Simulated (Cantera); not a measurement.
A Cantera script and what it prints.

```python
import numpy as np
import cantera as ct

gas_names = """
    H HNO HNO2 HNO3 HO2 H2 H2O H2O2 N NH NH2 NH3 NH2OH NO NO2 NO3 N2 N2H2 N2H4 N2O O OH O2 O3 V VN VO
    VO2
""".split()
cond_names = """
    H2O(s) H2O(L) V(cr) V(L) VN(s) VO(s) VO(L) V2O3(s) V2O3(L) V2O4(I) V2O4(II) V2O4(L) V2O5(s) V2O5(L)
""".split()


# ... load() reads the species with a 1 bar reference pressure and builds the phases ...
atoms = {
    'V2O3': {'V': 2, 'O': 3},
    'H2': {'H': 2},
    'N2': {'N': 2},
}
top_T = {'VN(s)': 2300}  # K; cautious upper limits of use, not melting points


# ... equilibrate(T, P, feed) seeds the gas with the atoms and calls Mixture.equilibrate('TP', solver="vcs", rtol=1e-11, max_steps=5000) ...
results = []
P = 2700  # Pa
for T in [1748, 1773, 1798, 1823, 1848, 1873, 1898, 1923, 1948]:
    for m in [20, 32, 50, 80, 130, 200, 320, 520]:
        feed = {'V2O3': 1, 'H2': m, 'N2': 25}  # mol
        mix = equilibrate(T, P, feed)
        results.append((T, P, feed, dict(zip(mix.species_names, mix.species_moles))))

for T, P, feed, n in results:
    print(f"{T:7g} {feed['H2']:10.4g}  " + (" + ".join(c for c in cond_names if n.get(c, 0) > 1e-12) or "gas only"))
```

It prints:

```
   1748         20  VO(s) + V2O3(s)
   1748         32  VO(s) + V2O3(s)
   1748         50  VO(s) + V2O3(s)
   1748         80  VO(s) + V2O3(s)
   1748        130  VO(s)
   1748        200  VO(s)
   1748        320  VO(s)
   1748        520  VO(s)
   1773         20  VO(s) + V2O3(s)
   1773         32  VO(s) + V2O3(s)
   1773         50  VO(s) + V2O3(s)
   1773         80  VO(s)
   1773        130  VO(s)
   1773        200  VO(s)
   1773        320  VO(s)
   1773        520  VO(s)
   1798         20  VO(s) + V2O3(s)
   1798         32  VO(s) + V2O3(s)
   1798         50  VO(s) + V2O3(s)
   1798         80  VO(s)
   1798        130  VO(s)
   1798        200  VO(s)
   1798        320  VO(s)
   1798        520  VO(s)
   1823         20  VO(s) + V2O3(s)
   1823         32  VO(s) + V2O3(s)
   1823         50  VO(s) + V2O3(s)
   1823         80  VO(s)
   1823        130  VO(s)
   1823        200  VO(s)
   1823        320  VO(s)
   1823        520  VO(s)
   1848         20  VO(s) + V2O3(s)
   1848         32  VO(s) + V2O3(s)
   1848         50  VO(s) + V2O3(s)
   1848         80  VO(s)
   1848        130  VO(s)
   1848        200  VO(s)
   1848        320  VO(s)
   1848        520  VO(s)
   1873         20  VO(s) + V2O3(s)
   1873         32  VO(s) + V2O3(s)
   1873         50  VO(s) + V2O3(s)
   1873         80  VO(s)
   1873        130  VO(s)
   1873        200  VO(s)
   1873        320  VO(s)
   1873        520  VO(s)
   1898         20  VO(s) + V2O3(s)
   1898         32  VO(s) + V2O3(s)
   1898         50  VO(s)
   1898         80  VO(s)
   1898        130  VO(s)
   1898        200  VO(s)
   1898        320  VO(s)
   1898        520  VO(s)
   1923         20  VO(s) + V2O3(s)
   1923         32  VO(s) + V2O3(s)
   1923         50  VO(s)
   1923         80  VO(s)
   1923        130  VO(s)
   1923        200  VO(s)
   1923        320  VO(s)
   1923        520  VO(s)
   1948         20  VO(s) + V2O3(s)
   1948         32  VO(s) + V2O3(s)
   1948         50  VO(s)
   1948         80  VO(s)
   1948        130  VO(s)
   1948        200  VO(s)
   1948        320  VO(s)
   1948        520  VO(s)
```

Method: chemical equilibrium by Gibbs-energy minimisation in Cantera with the NASA 1993 tables (ideal gas, pure condensed phases). Mutual solubility and eutectic melting of coexisting phases are not modelled. VO: taken at fixed stoichiometry. Condensed phases not in the tables: the oxides between V2O3 and V2O5 other than VO2.
